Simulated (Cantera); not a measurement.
## NO annealing gas

An isothermal, constant-pressure homogeneous reactor starts with 52.6 % NO, 47.4 % N2, at 2175 K and 0.0267 bar.

Detailed kinetics in Cantera: GRI-Mech 3.0 (53 species, 325 reactions). Radical loss at walls, strong at low pressure, is not modelled.

```json
[
 {"t (s)": "0.000100", "x NO": "0.526", "x O": "2.78e-6", "x O2": "6.44e-9", "x N2": "0.474", "x NO2": "3.18e-9"},
 {"t (s)": "0.000313", "x NO": "0.526", "x O": "8.86e-6", "x O2": "6.37e-8", "x N2": "0.474", "x NO2": "2.86e-8"},
 {"t (s)": "0.000979", "x NO": "0.526", "x O": "2.92e-5", "x O2": "6.48e-7", "x N2": "0.474", "x NO2": "2.23e-7"},
 {"t (s)": "0.00306", "x NO": "0.526", "x O": "0.000103", "x O2": "7.08e-6", "x N2": "0.474", "x NO2": "1.31e-6"},
 {"t (s)": "0.00959", "x NO": "0.526", "x O": "0.000387", "x O2": "8.57e-5", "x N2": "0.474", "x NO2": "5.47e-6"},
 {"t (s)": "0.0300", "x NO": "0.523", "x O": "0.00116", "x O2": "0.000966", "x N2": "0.475", "x NO2": "1.41e-5"},
 {"t (s)": "0.0939", "x NO": "0.510", "x O": "0.00205", "x O2": "0.00694", "x N2": "0.481", "x NO2": "2.35e-5"},
 {"t (s)": "0.294", "x NO": "0.458", "x O": "0.00304", "x O2": "0.0320", "x N2": "0.506", "x NO2": "3.80e-5"},
 {"t (s)": "0.919", "x NO": "0.286", "x O": "0.00502", "x O2": "0.117", "x N2": "0.592", "x NO2": "4.53e-5"},
 {"t (s)": "2.88", "x NO": "0.0555", "x O": "0.00682", "x O2": "0.231", "x N2": "0.707", "x NO2": "1.25e-5"},
 {"t (s)": "9.00", "x NO": "0.0134", "x O": "0.00712", "x O2": "0.252", "x N2": "0.728", "x NO2": "3.15e-6"}
]
```
x: mole fraction; the columns are a selection and need not sum to one.

Equilibrium at this temperature and pressure: NO 0.0126, O 0.00713, O2 0.252, N2 0.728, NO2 2.97e-6 (gas phase only).
